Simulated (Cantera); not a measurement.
Mixture: 41.9 % CO, 5.03 % H2, 11.2 % O2, 41.9 % N2, equivalence ratio 2.1, at 0.740 bar, adiabatic and at constant pressure. Ignition delay is the time to a rise of 400 K.

Computed with Cantera and GRI-Mech 3.0 (53 species, 325 reactions). Where the delays flatten at high temperature, the 400 K rule measures the pace of heat release, not the induction time.

Problem. Predict: delay at 1050 K; delay at 1125 K; delay at 1200 K; delay at 1275 K; delay at 1350 K; delay at 1425 K; delay at 1500 K.

Solution. 
```
Property           Result
---------------  --------
delay at 1050 K  0.328 ms
delay at 1125 K  0.195 ms
delay at 1200 K  0.137 ms
delay at 1275 K  0.107 ms
delay at 1350 K   89.8 µs
delay at 1425 K   80.7 µs
delay at 1500 K   77.0 µs
```
